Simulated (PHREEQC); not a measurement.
# Alkaline etch or developer

Consider water at 20 °C with 0.052 mol KOH, 0.0016 mol Na2SiO3 and 0.23 mol Na2CO3 per kg of water. Closed to the air; pH follows from the charge balance.

The numbers come from PHREEQC with the ion-association model, phreeqc.dat.

Each row changes one thing in this solution. This is a speciation only: nothing precipitates in the calculation.

```
case                                       pH  ionic strength (mol/kgw)  Na+ (mol/kgw)
---------------------------------  ----------  ------------------------  -------------
as made                                 12.70                     0.503          0.342
Na2CO3 left out                         12.80                    0.0558        0.00320
Na2CO3 from 0.23 to 0.207 mol/kgw       12.70                     0.465          0.311
Na2SiO3 left out                        12.69                (withheld)          0.339
0.038 mol/kgw NaOH added                12.93                     0.533          0.376
temperature from 20 to 90 °C       (withheld)                (withheld)     (withheld)
diluted 10-fold with water              11.82                    0.0647         0.0416
KOH from 0.052 to 0.104 mol/kgw    (withheld)                     0.560          0.344
```

Task: Some entries are withheld; supply them.

Result: 
- Na2SiO3 left out, ionic strength (mol/kgw): 0.500
- temperature from 20 to 90 °C, pH: 10.95
- temperature from 20 to 90 °C, ionic strength (mol/kgw): 0.315
- temperature from 20 to 90 °C, Na+ (mol/kgw): 0.248
- KOH from 0.052 to 0.104 mol/kgw, pH: 12.99

Constants without temperature data keep their 25 °C values here.
